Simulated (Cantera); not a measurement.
A perfectly stirred reactor is fed with CH3OH : O2 : N2 = 0.0021 : 0.018 : 1 (molar parts), equivalence ratio 0.18, at 16.0 bar; it is held at 900 K, and followed from long to short residence time.

Computed with Cantera and GRI-Mech 3.0 (53 species, 325 reactions). GRI-Mech 3.0 was tuned for natural gas; its chemistry of methanol as a main component is partial and can be far from experiment. The pressure lies above the range GRI-Mech 3.0 was tuned for (to about 10 atm).

### Question
What does this change do: pressure from 16.0 bar to 10.0 bar?

### Answer
```csv
quantity,before,after
x(CH3OH) at τ = 1.00 s,0.000227,0.00206
x(O2) at τ = 1.00 s,0.0155,0.0176
x(CH3) at τ = 1.00 s,<1e-12,<1e-12
x(CO) at τ = 1.00 s,0.00113,1.00e-9
x(HO2) at τ = 1.00 s,3.12e-6,5.27e-9
x(CH3OH) at τ = 11.0 ms,0.00206,0.00206
x(O2) at τ = 11.0 ms,0.0176,0.0176
x(CH3) at τ = 11.0 ms,<1e-12,<1e-12
x(CO) at τ = 11.0 ms,5.12e-12,4.27e-12
x(HO2) at τ = 11.0 ms,4.88e-11,4.05e-11
```
